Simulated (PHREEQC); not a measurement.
Solution (25 °C): 0.0066 mol K2HPO4, 0.013 mol KHCO3 and 0.0013 mol NH4HS per kg of water. Closed to the air; pH follows from the charge balance.

Model: ion-association model, phreeqc.dat, run in PHREEQC.

Each row changes one thing in this solution. Precipitation was switched off in this run.

```tsv
case	pH	ionic strength (mol/kgw)	HPO4-2 (mol/kgw)	NH4+ (mol/kgw)	H2PO4- (mol/kgw)	CO3-2 (mol/kgw)
as made	8.39	0.0336	0.00619	0.00117	0.000245	0.000239
diluted 2-fold with water	(withheld)	0.0169	0.00312	0.000574	0.000129	0.000115
NH4HS from 0.0013 to 0.00013 mol/kgw	(withheld)	0.0327	0.00622	0.000115	0.000212	0.000277
K2HPO4 from 0.0066 to 0.0099 mol/kgw	(withheld)	0.0433	0.00930	0.00115	0.000313	0.000279
NH4HS replaced by NH3 at the same molality	(withheld)	0.0343	0.00637	0.000879	6.07e-5	0.000943
KHCO3 from 0.013 to 0.026 mol/kgw	(withheld)	0.0467	0.00611	0.00119	0.000271	0.000426
```

Fill in the missing entries.


- diluted 2-fold with water, pH: 8.43
- NH4HS from 0.0013 to 0.00013 mol/kgw, pH: 8.46
- K2HPO4 from 0.0066 to 0.0099 mol/kgw, pH: 8.44
- NH4HS replaced by NH3 at the same molality, pH: 9.01
- KHCO3 from 0.013 to 0.026 mol/kgw, pH: 8.31

Species that the database lacks are ignored.
